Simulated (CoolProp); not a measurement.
R1336mzz(E) along the isotherm 410 K: density (kg/m³) from the reference equation and from simpler models built on Tc = 403.5 K, pc = 2779 kPa, ω = 0.413; each cubic takes its own stable root.

Model: reference Helmholtz-energy equation of state, Akasaka 2023, in CoolProp.

| p (kPa) | phase | reference |
|---|---|---|
| 475 | gas | 24.32 |
| 950 | gas | 52.25 |
| 1430 | gas | 85.73 |
| 1900 | gas | 126.6 |
| 2380 | gas | 183.9 |
| 2850 | supercritical | 285.6 |
| 3330 | supercritical | 667.7 |
| 3800 | supercritical | 778.8 |
| 4280 | supercritical | 828.1 |
| 4750 | supercritical | 860.3 |
| 5230 | supercritical | 885.5 |
| 5700 | supercritical | 905.6 |

### Question
How far does each simpler model (ideal gas, van der Waals, Redlich-Kwong, Soave-Redlich-Kwong, Peng-Robinson) lie from the reference over these 12 states: mean and median of the absolute difference, and the worst?

### Answer
- ideal gas: mean 49.8 %, median 60.8 %, worst -76.5 % at 410 K and 3800 kPa
- van der Waals: mean 16.7 %, median 15.7 %, worst -31.2 % at 410 K and 4750 kPa
- Redlich-Kwong: mean 9.2 %, median 9.0 %, worst -19.2 % at 410 K and 3800 kPa
- Soave-Redlich-Kwong: mean 11.0 %, median 11.4 %, worst -22.0 % at 410 K and 3330 kPa
- Peng-Robinson: mean 6.4 %, median 5.2 %, worst -15.4 % at 410 K and 3330 kPa
